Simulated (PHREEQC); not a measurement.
Make-up at 66 °C: 0.0097 mol FeSO4 per kg of water. Closed to the air; pH follows from the charge balance.

Computed with PHREEQC (ion-association model, wateq4f.dat).

Problem. The ionic strength comes out as 0.0242 mol/kgw. What activity coefficients do HSO4-, H+, Fe+2, SO4-2, FeOH+ get?

Solution. HSO4- 0.85, H+ 0.87, Fe+2 0.55, SO4-2 0.53, FeOH+ 0.86.

No solid was allowed to form. Species that the database lacks are ignored. At this temperature some constants are extrapolated from 25 °C, and those without enthalpy data are left unchanged.
